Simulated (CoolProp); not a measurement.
Vapour-liquid equilibrium of propylene (1) + propane (2) at 0.249 MPa; x and y are mole fractions of (1).

Computed with CoolProp (multi-fluid Helmholtz-energy mixture model, Lemmon 2013 and Lemmon 2009; pair parameters Bell 2016).

Question: Give the bubble temperature and the first vapour's composition at x = 0.5, 0.8, 0.95. Is there an azeotrope?

Answer: x = 0.5: -23.5 °C, y = 0.552; x = 0.8: -25.0 °C, y = 0.823; x = 0.95: -25.5 °C, y = 0.955. No azeotrope shows between x = 0.05 and 0.95.

The pair parameters rest on a limited set of measurements; away from them the model extrapolates.
